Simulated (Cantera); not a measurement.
A Cantera script and what it prints.

```python
import numpy as np
import cantera as ct

gas_names = """
    CL CL2 H HCL H2 N NH NH2 NH3 N2 N2H2 N2H4 Si SiCL SiCL2 SiCL3 SiCL4 SiH SiHCL3 SiH2 SiH2CL2 SiH3
    SiH3CL SiH4 SiN Si2 Si2N Si3
""".split()
cond_names = """
    NH4CL(a) NH4CL(b) Si(cr) Si(L) Si3N4(a)
""".split()


def load(file, names, dense=False):
    # The tables refer to 1 bar. Condensed volumes are neglected.
    table = {s.name: s for s in ct.Species.list_from_file(file)}
    out = []
    for n in names:
        d = dict(table[n].input_data)
        d["thermo"] = dict(d["thermo"], **{"reference-pressure": 1e5})
        if dense:
            d["equation-of-state"] = {"model": "constant-volume", "density": "1e6 g/cm^3"}
        out.append(ct.Species.from_dict(d))
    return out


gas = ct.Solution(thermo="ideal-gas", species=load("nasa_gas.yaml", gas_names))
cond = {s.name: ct.Solution(thermo="fixed-stoichiometry", species=[s], name=s.name)
        for s in load("nasa_condensed.yaml", cond_names, dense=True)}
atoms = {
    'Si': {'Si': 1},
    'HCl': {'H': 1, 'CL': 1},
    'N2': {'N': 2},
}
top_T = {'Si3N4(a)': 2400}  # K; cautious upper limits of use, not melting points


def equilibrate(T, P, feed):
    n = {}
    for name, mol in feed.items():
        for a, k in atoms[name].items():
            n[a] = n.get(a, 0.0) + k * mol
    gas.TPX = T, P, n
    mass = sum(n.values()) * gas.mean_molecular_weight
    gas.equilibrate("TP")
    valid = [c for c in cond.values() if c.min_temp <= T <= top_T.get(c.name, c.max_temp)]
    mix = ct.Mixture([(gas, mass / gas.mean_molecular_weight)] + [(c, 0.0) for c in valid])
    mix.T, mix.P = T, P
    mix.equilibrate("TP", solver="vcs", rtol=1e-11, max_steps=5000)
    return mix


results = []
feed = {'Si': 1, 'HCl': 3.3, 'N2': 1.1}  # mol
for P in [1, 3.6, 13, 46, 170, 600, 2200, 7700, 28000, 100000]:
    for T in [750, 800, 850, 900, 950, 1000, 1050, 1100, 1150, 1200, 1250, 1300, 1350]:
        mix = equilibrate(T, P, feed)
        results.append((T, P, feed, dict(zip(mix.species_names, mix.species_moles))))

for T, P, feed, n in results:
    print(f"{T:7g} {P:10.4g}  " + (" + ".join(c for c in cond_names if n.get(c, 0) > 1e-12) or "gas only"))
```

Result:

```
    750          1  Si3N4(a)
    800          1  Si3N4(a)
    850          1  Si3N4(a)
    900          1  Si3N4(a)
    950          1  Si3N4(a)
   1000          1  Si3N4(a)
   1050          1  Si3N4(a)
   1100          1  Si3N4(a)
   1150          1  Si3N4(a)
   1200          1  Si3N4(a)
   1250          1  Si3N4(a)
   1300          1  gas only
   1350          1  gas only
    750        3.6  Si3N4(a)
    800        3.6  Si3N4(a)
    850        3.6  Si3N4(a)
    900        3.6  Si3N4(a)
    950        3.6  Si3N4(a)
   1000        3.6  Si3N4(a)
   1050        3.6  Si3N4(a)
   1100        3.6  Si3N4(a)
   1150        3.6  Si3N4(a)
   1200        3.6  Si3N4(a)
   1250        3.6  Si3N4(a)
   1300        3.6  Si3N4(a)
   1350        3.6  gas only
    750         13  Si3N4(a)
    800         13  Si3N4(a)
    850         13  Si3N4(a)
    900         13  Si3N4(a)
    950         13  Si3N4(a)
   1000         13  Si3N4(a)
   1050         13  Si3N4(a)
   1100         13  Si3N4(a)
   1150         13  Si3N4(a)
   1200         13  Si3N4(a)
   1250         13  Si3N4(a)
   1300         13  Si3N4(a)
   1350         13  Si3N4(a)
    750         46  Si3N4(a)
    800         46  Si3N4(a)
    850         46  Si3N4(a)
    900         46  Si3N4(a)
    950         46  Si3N4(a)
   1000         46  Si3N4(a)
   1050         46  Si3N4(a)
   1100         46  Si3N4(a)
   1150         46  Si3N4(a)
   1200         46  Si3N4(a)
   1250         46  Si3N4(a)
   1300         46  Si3N4(a)
   1350         46  Si3N4(a)
    750        170  Si3N4(a)
    800        170  Si3N4(a)
    850        170  Si3N4(a)
    900        170  Si3N4(a)
    950        170  Si3N4(a)
   1000        170  Si3N4(a)
   1050        170  Si3N4(a)
   1100        170  Si3N4(a)
   1150        170  Si3N4(a)
   1200        170  Si3N4(a)
   1250        170  Si3N4(a)
   1300        170  Si3N4(a)
   1350        170  Si3N4(a)
    750        600  Si3N4(a)
    800        600  Si3N4(a)
    850        600  Si3N4(a)
    900        600  Si3N4(a)
    950        600  Si3N4(a)
   1000        600  Si3N4(a)
   1050        600  Si3N4(a)
   1100        600  Si3N4(a)
   1150        600  Si3N4(a)
   1200        600  Si3N4(a)
   1250        600  Si3N4(a)
   1300        600  Si3N4(a)
   1350        600  Si3N4(a)
    750       2200  Si3N4(a)
    800       2200  Si3N4(a)
    850       2200  Si3N4(a)
    900       2200  Si3N4(a)
    950       2200  Si3N4(a)
   1000       2200  Si3N4(a)
   1050       2200  Si3N4(a)
   1100       2200  Si3N4(a)
   1150       2200  Si3N4(a)
   1200       2200  Si3N4(a)
   1250       2200  Si3N4(a)
   1300       2200  Si3N4(a)
   1350       2200  Si3N4(a)
    750       7700  Si3N4(a)
    800       7700  Si3N4(a)
    850       7700  Si3N4(a)
    900       7700  Si3N4(a)
    950       7700  Si3N4(a)
   1000       7700  Si3N4(a)
   1050       7700  Si3N4(a)
   1100       7700  Si3N4(a)
   1150       7700  Si3N4(a)
   1200       7700  Si3N4(a)
   1250       7700  Si3N4(a)
   1300       7700  Si3N4(a)
   1350       7700  Si3N4(a)
    750    2.8e+04  Si3N4(a)
    800    2.8e+04  Si3N4(a)
    850    2.8e+04  Si3N4(a)
    900    2.8e+04  Si3N4(a)
    950    2.8e+04  Si3N4(a)
   1000    2.8e+04  Si3N4(a)
   1050    2.8e+04  Si3N4(a)
   1100    2.8e+04  Si3N4(a)
   1150    2.8e+04  Si3N4(a)
   1200    2.8e+04  Si3N4(a)
   1250    2.8e+04  Si3N4(a)
   1300    2.8e+04  Si3N4(a)
   1350    2.8e+04  Si3N4(a)
    750      1e+05  Si3N4(a)
    800      1e+05  Si3N4(a)
    850      1e+05  Si3N4(a)
    900      1e+05  Si3N4(a)
    950      1e+05  Si3N4(a)
   1000      1e+05  Si3N4(a)
   1050      1e+05  Si3N4(a)
   1100      1e+05  Si3N4(a)
   1150      1e+05  Si3N4(a)
   1200      1e+05  Si3N4(a)
   1250      1e+05  Si3N4(a)
   1300      1e+05  Si3N4(a)
   1350      1e+05  Si3N4(a)
```

Method: chemical equilibrium by Gibbs-energy minimisation in Cantera with the NASA 1993 tables (ideal gas, pure condensed phases). N2 is the only nitrogen source here; it is nearly inert below about 1500 K, so the nitride shown seldom forms there in practice. The tables' values for SiCl3 are old estimates.
